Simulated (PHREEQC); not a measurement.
A solution holds 0.27 mol H3PO4, 0.0096 mol Na2SO4 and 0.06 mol NaCl per kg of water, at 25 °C. Closed to the air; pH follows from the charge balance.

All values are PHREEQC results (ion-association model, wateq4f.dat), not measurements.

### Question
The ionic strength comes out as 0.129 mol/kgw. What activity coefficients do NaSO4-, Cl-, H2PO4-, SO4-2, Na+ get?

### Answer
NaSO4- 0.77, Cl- 0.74, H2PO4- 0.77, SO4-2 0.34, Na+ 0.77.

Precipitation was switched off in this run. Complexes and solids missing from the database can't appear. H3PO4, which wateq4f.dat lacks, is added to it with the constant of phreeqc.dat.
